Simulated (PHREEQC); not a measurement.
A solution holds 140 mmol/kgw CuCl2, 0.46 mmol/kgw HBF4 and 0.92 mmol/kgw Na2SO4, at 20 °C. Closed to the air; pH follows from the charge balance.

All values are PHREEQC results (ion-association model, phreeqc.dat), not measurements.

| quantity | before | after |
|---|---|---|
| pH | 3.03 | 3.01 |
| ionic strength (mol/kgw) | 0.382 | 0.402 |
| Cl- (mol/kgw) | 0.260 | 0.270 |
| CuCl+ (mol/kgw) | 0.0179 | 0.00907 |
| CuCl2 (mol/kgw) | 0.000974 | 0.000431 |
| F- (mol/kgw) | 0.000784 | 0.000836 |

Question: Which change was made?
A) 0.036 mol/kgw HF added
B) Na2SO4 replaced by NaOH at the same molality
C) Na2SO4 replaced by MnSO4 at the same molality
D) temperature from 20 to 5 °C
E) HBF4 from 0.00046 to 0.000506 mol/kgw

Answer: D, temperature from 20 to 5 °C

No solid was allowed to form. At this temperature some constants are extrapolated from 25 °C, and those without enthalpy data are left unchanged. Real BF4- forms and hydrolyses slowly; the run takes it at equilibrium.
